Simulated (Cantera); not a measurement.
Charge: 1 mol borazine, 0.41 mol O₂, at 3.30 mbar.

These are equilibrium values from Cantera (NASA tables, ideal gas, pure condensed phases), not measurements of a reactor. Candidate condensed phases: B, BN, B₂O₃, B₃O₃H₃, H₂O; 39 gas species. The feed counts by its element totals alone. Mutual solubility and eutectic melting of coexisting phases are not modelled. The numbers say what is thermodynamically allowed, not how fast it happens.

**Question.** Which condensed phases are stable at each of these points (T (°C)): 675, 775, 875, 975, 1075, 1175, 1275, 1375, 1475, 1575, 1675, 1775, 1875, 1975?

**Answer.** 
| T (°C) | condensed phases | B condensed (%) |
|---|---|---|
| 675 | BN(s) + B₂O₃(l) | 100.0 |
| 775 | BN(s) + B₂O₃(l) | 100.0 |
| 875 | BN(s) + B₂O₃(l) | 100.0 |
| 975 | BN(s) + B₂O₃(l) | 99.9 |
| 1075 | BN(s) + B₂O₃(l) | 99.6 |
| 1175 | BN(s) + B₂O₃(l) | 98.4 |
| 1275 | BN(s) + B₂O₃(l) | 91.8 |
| 1375 | BN(s) | 78.9 |
| 1475 | BN(s) | 76.0 |
| 1575 | BN(s) | 73.8 |
| 1675 | BN(s) | 72.9 |
| 1775 | BN(s) | 72.6 |
| 1875 | B(s) + BN(s) | 72.3 |
| 1975 | B(s) | 71.8 |

From 675 °C to 1275 °C the condensed part is BN(s) + B₂O₃(l). From 1375 °C to 1775 °C the condensed part is BN(s). At 1875 °C the condensed part is B(s) + BN(s). At 1975 °C the condensed part is B(s).
